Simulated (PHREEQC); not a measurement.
Model water analysis in mmol/kgw, 65 °C, pH 6.57: Na 190; K 0.22; Ca 2.66; Mg 20.8; Cl 229; S(6) 3; Alkalinity (meq/kgw) 0.00845.

Cl is adjusted to close the charge balance.
Valence states are taken as typed.

Computed with PHREEQC (Pitzer model, pitzer.dat).

This is a speciation only: nothing precipitates in the calculation.

Q: What activity of water, osmotic coefficient does the model give?

A: activity of water 0.993; osmotic coefficient 0.906.

Q: In which forms is C present?

A: HCO3- 74 %, CO2 26 % of the C.

At this temperature some constants are extrapolated from 25 °C, and those without enthalpy data are left unchanged.
